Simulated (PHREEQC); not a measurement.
Consider water at 37 °C with 0.56 mol/kgw MgSO4, 0.051 mol/kgw K2SO4 and 0.1 mol/kgw NaCl. Closed to the air; pH follows from the charge balance.

Computed with PHREEQC (Pitzer model, pitzer.dat).

This is a speciation only: nothing precipitates in the calculation.

**Question.** What activity of water, osmotic coefficient, density does the model give?

**Answer.** activity of water 0.984; osmotic coefficient 0.592; density 1.069 g/cm³.

Species that the database lacks are ignored. Constants without temperature data keep their 25 °C values here.
